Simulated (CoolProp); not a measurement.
A Linde-Hampson liquefier for ethylene: isothermal reversible compression at 300 K from 1 atm to 10 MPa, throttling to 1 atm, return gas leaving the recuperator 0 K below the feed. Each further row changes one setting.

Computed with CoolProp (reference Helmholtz-energy equation of state, Smukala 2000).

```csv
case,liquid yield per pass,compression work (kJ/kg of gas)
as stated,___,346
high pressure 20 MPa,___,___
warm-end temperature 330 K,___,___
warm-end gap 5 K,___,346
```

Problem. Some entries are withheld; supply them.

Solution. 
- as stated, liquid yield per pass: 0.434
- high pressure 20 MPa, liquid yield per pass: 0.477
- high pressure 20 MPa, compression work (kJ/kg of gas): 373
- warm-end temperature 330 K, liquid yield per pass: 0.269
- warm-end temperature 330 K, compression work (kJ/kg of gas): 405
- warm-end gap 5 K, liquid yield per pass: 0.427
